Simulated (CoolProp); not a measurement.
Isobutane along the isobar 139 kPa: Z from the reference equation and from simpler models built on Tc = 134.7 °C, pc = 3629 kPa, ω = 0.184; each cubic takes its own stable root.

Model: reference Helmholtz-energy equation of state, Bücker 2006, in CoolProp.

```csv
T (°C),phase,reference
-19.65,liquid,0.006361
-9.75,liquid,0.006235
0.15,gas,0.9505
9.95,gas,0.9562
19.85,gas,0.9611
29.75,gas,0.9652
39.55,gas,0.9687
49.45,gas,0.9718
59.35,gas,0.9745
69.15,gas,0.9768
79.05,gas,0.9789
88.95,gas,0.9807
98.85,gas,0.9823
108.65,gas,0.9838
```

Question: How far does each simpler model (van der Waals, Redlich-Kwong, Peng-Robinson) lie from the reference over these 14 states: mean and median of the absolute difference, and the worst?

Answer: 
- van der Waals: mean 2178.4 %, median 0.9 %, worst +15420.4 % at -9.75 °C and 139 kPa
- Redlich-Kwong: mean 1087.2 %, median 0.3 %, worst +15208.7 % at -9.75 °C and 139 kPa
- Peng-Robinson: mean 0.9 %, median 0.1 %, worst -5.8 % at -19.65 °C and 139 kPa

At some of these states van der Waals, Redlich-Kwong gives the other phase, because its saturation line lies elsewhere.
